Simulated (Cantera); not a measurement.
# Equilibrium for nitride etching: Si3N4 + O2 + H2

Input: 1 mol Si3N4, a varied amount of O2, 0.65 mol H2, at 798 K and 26.0 Pa.

Equilibrium computed with Cantera from the NASA thermochemical tables; the gas is ideal and each condensed phase is pure. Candidate condensed phases: H2O, Si, SiO2, Si2N2O, Si3N4; 35 gas species. Rates play no part.

From 0.1 mol O2 to 0.53 mol O2 the condensed part is Si2N2O(s) + Si3N4(s). From 0.92 mol O2 to 2.7 mol O2 the condensed part is SiO2(α-quartz) + Si2N2O(s). From 4.7 mol O2 to 8.1 mol O2 the condensed part is SiO2(α-quartz).

```
n(O2) (mol)  log p H2  log p N2  log p O2  log p H2O  log p NO  log p NH3  n Si2N2O(s)  n Si3N4(s)  n SiO2(α-quartz)
-----------  --------  --------  --------  ---------  --------  ---------  -----------  ----------  ----------------
0.1             -3.63     -4.62      <-15       <-15      <-15     -10.26        0.200       0.867                 0
0.18            -3.66     -4.39      <-15       <-15      <-15     -10.20        0.360       0.760                 0
0.31            -3.70     -4.20      <-15       <-15      <-15     -10.17        0.620       0.587                 0
0.53            -3.77     -4.04      <-15       <-15      <-15     -10.20         1.06       0.293                 0
0.92            -3.87     -3.90      <-15      -9.57      <-15     -10.28         1.39           0             0.227
1.6             -4.01     -3.79      <-15      -9.66      <-15     -10.42        0.933           0              1.13
2.7             -4.16     -3.72      <-15      -9.79      <-15     -10.62        0.200           0              2.60
4.7              <-15     -3.89     -4.05      -4.38     -9.29       <-15            0           0              3.00
8.1              <-15     -4.15     -3.78      -4.64     -9.29       <-15            0           0              3.00
```
log p: log10 of the partial pressure in bar; n: condensed amount in mol.
